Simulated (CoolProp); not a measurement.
Saturation properties of sulfur hexafluoride.

Computed with CoolProp (reference Helmholtz-energy equation of state, Guder 2009).

| T (°C) | p (MPa) | surface tension (mN/m) | vapour viscosity (µPa s) |
|---|---|---|---|
| -44.45 | 0.2861 | 10.8 | 12.2 |
| -40.95 | 0.3285 | 10.2 | 12.4 |
| -37.35 | 0.3770 | 9.69 | 12.6 |
| -33.85 | 0.4290 | 9.17 | 12.8 |
| -30.25 | 0.4880 | 8.64 | 13.0 |
| -26.75 | 0.5510 | 8.14 | 13.2 |
| -23.15 | ? | 7.62 | ? |
| -19.55 | 0.6995 | 7.12 | 13.6 |
| -16.05 | 0.7815 | 6.63 | 13.8 |
| -12.45 | 0.8730 | 6.14 | 14.1 |
| -8.95 | 0.9695 | ? | 14.3 |
| -5.35 | 1.077 | 5.20 | 14.5 |
| -1.85 | 1.189 | 4.75 | 14.8 |
| 1.75 | 1.313 | 4.29 | 15.1 |

Problem. What belongs in the gaps?

Solution. 
- -23.15, p (MPa): 0.6220
- -23.15, vapour viscosity (µPa s): 13.4
- -8.95, surface tension (mN/m): 5.68

Viscosity comes from a separate model (Quiñones-Cisneros 2012). Surface tension comes from a separate correlation (Mulero 2012).
